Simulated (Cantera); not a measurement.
A closed system holds: 1 mol H₂S, 0.065 mol H₂, 3.5 mol O₂, at 1800 K and 220000 Pa.

Equilibrium computed with Cantera from the NASA thermochemical tables; the gas is ideal and each condensed phase is pure. Candidate condensed phases: H₂O, H₂SO₄, S; 19 gas species. The numbers say what is thermodynamically allowed, not how fast it happens.

Base state: O₂ 0.487, H₂O 0.264, SO₂ 0.246, SO₃ 0.00267, OH 0.00113, O 5.72e-5, H₂ 1.37e-5 (mole fractions); condensed: gas only.

Task: What changes in the equilibrium state with this change: temperature from 1800 K to 2675 K?

Result: 
| species | before | after |
|---|---|---|
| O₂ | 0.487 | 0.464 |
| SO₂ | 0.246 | 0.239 |
| H₂O | 0.264 | 0.236 |
| OH | 0.00113 | 0.0371 |
| O | 5.72e-5 | 0.0149 |
| S | <1e-9 | 1.13e-5 |
| H | 8.94e-7 | 0.00193 |

Task: What changes in the equilibrium state with this change: temperature from 1800 K to 798.15 K?

Result: 
```
species   before    after
-------  -------  -------
O₂         0.487    0.423
H₂O        0.264    0.292
SO₃      0.00267    0.266
SO₂        0.246  0.00773
H₂SO₄    7.21e-8   0.0118
OH       0.00113  1.38e-9
O        5.72e-5    <1e-9
H₂       1.37e-5    <1e-9
```
